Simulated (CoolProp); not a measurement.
The fluid at 293.15 K and 3.07 MPa is compressed adiabatically to 11.8 MPa with isentropic efficiency 1. The same conditions are run with several fluids, on thermodynamics alone (safety and materials aside).

The numbers come from the reference Helmholtz-energy equation of state of each fluid (carbon dioxide: Span 1996; carbon monoxide: Lemmon 2006; methane: Setzmann 1991; CF4 (R14): Platzer 1990) in CoolProp. The equations of Platzer and Polt are older, rougher fits.

```json
[
 {"fluid": "carbon dioxide", "work (kJ/kg)": "[?]", "final temperature (K)": "405.0", "final density (kg/m³)": "193"},
 {"fluid": "carbon monoxide", "work (kJ/kg)": "[?]", "final temperature (K)": "[?]", "final density (kg/m³)": "87.5"},
 {"fluid": "methane", "work (kJ/kg)": "[?]", "final temperature (K)": "402.8", "final density (kg/m³)": "58.3"},
 {"fluid": "CF4 (R14)", "work (kJ/kg)": "36.2", "final temperature (K)": "[?]", "final density (kg/m³)": "[?]"}
]
```

Task: Some entries are withheld; supply them.

Result: 
- carbon dioxide, work (kJ/kg): 70.6
- carbon monoxide, work (kJ/kg): 146
- carbon monoxide, final temperature (K): 433.6
- methane, work (kJ/kg): 230
- CF4 (R14), final temperature (K): 364.6
- CF4 (R14), final density (kg/m³): 387
